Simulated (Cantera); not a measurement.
Standard-state values (1 bar) from the NASA 1993 polynomials, evaluated with Cantera. Values are per mole of reaction as written; species without (g) are pure solids or liquids, kept so even where they would boil at 1 bar.

Ni3S4 + 2 S → 3 NiS2

```json
[
 {"T (K)": "300", "ΔH° (kJ)": "…", "ΔS° (J/K)": "…", "ΔG° (kJ)": "…", "log10 K": "…", "condensed phases": "Ni3S4(s), S(s), NiS2(s)"},
 {"T (K)": "398", "ΔH° (kJ)": "-97.9", "ΔS° (J/K)": "-47.5", "ΔG° (kJ)": "-79.0", "log10 K": "10.37", "condensed phases": "Ni3S4(s), S(l), NiS2(s)"},
 {"T (K)": "423", "ΔH° (kJ)": "…", "ΔS° (J/K)": "…", "ΔG° (kJ)": "…", "log10 K": "…", "condensed phases": "Ni3S4(s), S(l), NiS2(s)"},
 {"T (K)": "448", "ΔH° (kJ)": "-99.8", "ΔS° (J/K)": "-51.9", "ΔG° (kJ)": "-76.5", "log10 K": "8.92", "condensed phases": "Ni3S4(s), S(l), NiS2(s)"},
 {"T (K)": "473", "ΔH° (kJ)": "-101.0", "ΔS° (J/K)": "-54.5", "ΔG° (kJ)": "-75.2", "log10 K": "8.31", "condensed phases": "Ni3S4(s), S(l), NiS2(s)"},
 {"T (K)": "498", "ΔH° (kJ)": "-102.2", "ΔS° (J/K)": "-57.0", "ΔG° (kJ)": "-73.8", "log10 K": "7.74", "condensed phases": "Ni3S4(s), S(l), NiS2(s)"},
 {"T (K)": "523", "ΔH° (kJ)": "-103.5", "ΔS° (J/K)": "-59.5", "ΔG° (kJ)": "-72.4", "log10 K": "7.23", "condensed phases": "Ni3S4(s), S(l), NiS2(s)"},
 {"T (K)": "548", "ΔH° (kJ)": "-104.8", "ΔS° (J/K)": "-61.9", "ΔG° (kJ)": "-70.8", "log10 K": "6.75", "condensed phases": "Ni3S4(s), S(l), NiS2(s)"},
 {"T (K)": "573", "ΔH° (kJ)": "…", "ΔS° (J/K)": "…", "ΔG° (kJ)": "…", "log10 K": "…", "condensed phases": "Ni3S4(s), S(l), NiS2(s)"}
]
```

Problem. What belongs in the gaps?

Solution. 
- 300, ΔH° (kJ): -93.0
- 300, ΔS° (J/K): -34.7
- 300, ΔG° (kJ): -82.6
- 300, log10 K: 14.38
- 423, ΔH° (kJ): -98.7
- 423, ΔS° (J/K): -49.5
- 423, ΔG° (kJ): -77.8
- 423, log10 K: 9.61
- 573, ΔH° (kJ): -106.0
- 573, ΔS° (J/K): -64.2
- 573, ΔG° (kJ): -69.3
- 573, log10 K: 6.31
